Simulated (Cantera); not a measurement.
A perfectly stirred reactor is fed with CH₃OH : O₂ : N₂ : CO₂ = 1 : 2.83 : 9.62 : 0.35 (molar parts), equivalence ratio 0.53, at 2.80 bar; it is adiabatic with a 650 K inlet, and is followed from long to short residence time, starting on the burning branch (τ in s: 0.3, 0.073, 0.018, 0.0042, 0.001, 0.00024, 5.8e-05, 1.4e-05, 3.3e-06).

Computed with Cantera and GRI-Mech 3.0 (53 species, 325 reactions). GRI-Mech 3.0 was tuned for natural gas; its chemistry of methanol as a main component is partial and can be far from experiment.

Problem. What does this change do: inlet temperature 650 to 425 K?

Solution. 
| quantity | before | after |
|---|---|---|
| blow-out, bracketed by the residence times tried | burning at 0.240 ms, out at 58.0 µs | burning at 1.00 ms, out at 0.240 ms |
| x(CH₃OH) at τ = 0.300 s | 5.51e-7 | 1.43e-6 |
| x(O₂) at τ = 0.300 s | 0.0927 | 0.0929 |
| x(CO₂) at τ = 0.300 s | 0.0942 | 0.0943 |
| x(NO) at τ = 0.300 s | 0.000123 | 8.43e-6 |
| x(C₂H₄) at τ = 0.300 s | <1e-12 | <1e-12 |
| x(CH₃OH) at τ = 1.00 ms | 4.26e-5 | 9.11e-5 |
| x(O₂) at τ = 1.00 ms | 0.0940 | 0.0953 |
| x(CO₂) at τ = 1.00 ms | 0.0900 | 0.0884 |
| x(NO) at τ = 1.00 ms | 8.50e-6 | 1.98e-6 |
| x(C₂H₄) at τ = 1.00 ms | 2.72e-11 | 6.27e-11 |

Problem. What does this change do: inlet temperature 650 to 523 K?

Solution. 
```csv
quantity,before,after
"blow-out, bracketed by the residence times tried","burning at 0.240 ms, out at 58.0 µs","burning at 0.240 ms, out at 58.0 µs"
x(CH₃OH) at τ = 0.300 s,5.51e-7,9.66e-7
x(O₂) at τ = 0.300 s,0.0927,0.0929
x(CO₂) at τ = 0.300 s,0.0942,0.0943
x(NO) at τ = 0.300 s,0.000123,2.51e-5
x(C₂H₄) at τ = 0.300 s,<1e-12,<1e-12
x(CH₃OH) at τ = 1.00 ms,4.26e-5,6.26e-5
x(O₂) at τ = 1.00 ms,0.0940,0.0946
x(CO₂) at τ = 1.00 ms,0.0900,0.0894
x(NO) at τ = 1.00 ms,8.50e-6,3.92e-6
x(C₂H₄) at τ = 1.00 ms,2.72e-11,3.88e-11
```

Problem. What does this change do: 0.091 parts H2 added?

Solution. 
```
quantity                                                                       before                                after
------------------------------------------------  -----------------------------------  -----------------------------------
blow-out, bracketed by the residence times tried  burning at 0.240 ms, out at 58.0 µs  burning at 0.240 ms, out at 58.0 µs
x(CH₃OH) at τ = 0.300 s                                                       5.51e-7                              4.52e-7
x(O₂) at τ = 0.300 s                                                           0.0927                               0.0892
x(CO₂) at τ = 0.300 s                                                          0.0942                               0.0939
x(NO) at τ = 0.300 s                                                         0.000123                             0.000201
x(C₂H₄) at τ = 0.300 s                                                         <1e-12                               <1e-12
x(CH₃OH) at τ = 1.00 ms                                                       4.26e-5                              3.69e-5
x(O₂) at τ = 1.00 ms                                                           0.0940                               0.0904
x(CO₂) at τ = 1.00 ms                                                          0.0900                               0.0897
x(NO) at τ = 1.00 ms                                                          8.50e-6                              1.12e-5
x(C₂H₄) at τ = 1.00 ms                                                       2.72e-11                             2.53e-11
```
